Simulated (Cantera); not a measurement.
**Equilibrium for carbon deposition, reforming and gasification: C3H6 + CO2 + H2**

Charge: 1 mol C3H6, a varied amount of CO2, 12 mol H2, equilibrated at 53.0 bar.

These are equilibrium values from Cantera (NASA tables, ideal gas, pure condensed phases), not measurements of a reactor. Candidate condensed phases: C, C6H6, C7H8, C8H18, H2O; 110 gas species. The ideal-gas law is rough above about 30 bar. Kinetics and transport are ignored.

Stable condensed phases:

```
T in K \ n(CO2) in mol
         0.54 0.68 0.85  1.1  1.3  1.7  2.1  2.7  3.4  4.2
   2700     A    A    A    A    A    A    A    B    B    B
   2550     A    A    A    A    A    A    A    B    B    B
   2400     A    A    A    A    A    A    A    B    B    B
   2250     A    A    A    A    A    A    A    A    B    B
   2100     A    A    A    A    A    A    A    A    B    B
   1950     A    A    A    A    A    A    A    A    B    B
   1800     A    A    A    A    A    A    A    B    B    B
   1650     A    A    A    A    A    A    A    B    B    B
   1500     A    A    A    A    A    A    B    B    B    B
   1350     A    A    A    A    A    B    B    B    B    B
   1200     B    B    B    B    B    B    B    B    B    B
```

A: C; B: gas only.
